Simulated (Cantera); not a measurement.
# Premixed flame

A freely propagating, adiabatic, planar premixed flame of CH4 : H2 : O2 : N2 = 1 : 0.031 : 2.02 : 9.07 (molar parts), equivalence ratio 1.00, unburnt at 600 K and 1.10 bar; mixture-averaged transport, grid criteria slope 0.08 and curve 0.16, no radiation.

Model: GRI-Mech 3.0 (53 species, 325 reactions), integrated in Cantera. Burning velocities carry a grid error of a few per cent, more on coarse grids.

| z (mm) | T (K) | u (m/s) | x CH4 | x H2 | x O2 | x HCN | x C2H2 | x HO2 |
|---|---|---|---|---|---|---|---|---|
| -1.12 | 600 | 0.978 | 0.0824 | 0.00329 | 0.167 | <1e-8 | <1e-8 | 8.46e-8 |
| -0.745 | 602 | 0.982 | 0.0822 | 0.00471 | 0.166 | <1e-8 | 2.53e-8 | 1.10e-6 |
| -0.558 | 609 | 0.996 | 0.0815 | 0.00644 | 0.165 | <1e-8 | 1.63e-7 | 5.61e-6 |
| -0.372 | 658 | 1.08 | 0.0781 | 0.00982 | 0.162 | 4.44e-8 | 1.58e-6 | 3.63e-5 |
| -0.186 | 982 | 1.63 | 0.0573 | 0.0157 | 0.135 | 5.73e-7 | 2.06e-5 | 0.000112 |
| -0.0931 | 1354 | 2.27 | 0.0323 | 0.0189 | 0.0997 | 1.58e-6 | 6.20e-5 | 0.000147 |
| 0 | 1720 | 2.90 | 0.00778 | 0.0189 | 0.0562 | 3.33e-6 | 0.000115 | 9.29e-5 |
| 0.0931 | 1871 | 3.15 | 0.000537 | 0.0145 | 0.0309 | 2.87e-6 | 2.00e-5 | 1.61e-5 |
| 0.186 | 1916 | 3.22 | 1.79e-5 | 0.0122 | 0.0225 | 1.11e-6 | 5.55e-7 | 7.06e-6 |
| 0.372 | 1966 | 3.28 | 3.72e-8 | 0.0115 | 0.0181 | 1.36e-7 | <1e-8 | 5.19e-6 |
| 0.745 | 2030 | 3.38 | <1e-8 | 0.0105 | 0.0153 | <1e-8 | <1e-8 | 3.81e-6 |
| 1.49 | 2099 | 3.48 | <1e-8 | 0.00871 | 0.0127 | <1e-8 | <1e-8 | 2.56e-6 |
| 2.98 | 2162 | 3.57 | <1e-8 | 0.00673 | 0.0101 | <1e-8 | <1e-8 | 1.61e-6 |
x: mole fraction of selected species; z is measured from the peak of heat release.

| Item | Result |
|---|---|
| laminar burning velocity | 97.7 cm/s |
| thermal thickness | 0.372 mm |
| peak x(HCN) | 3.63e-6 |
| peak x(C2H2) | 0.000117 |
| peak x(HO2) | 0.000150 |
| grid points | 151 |
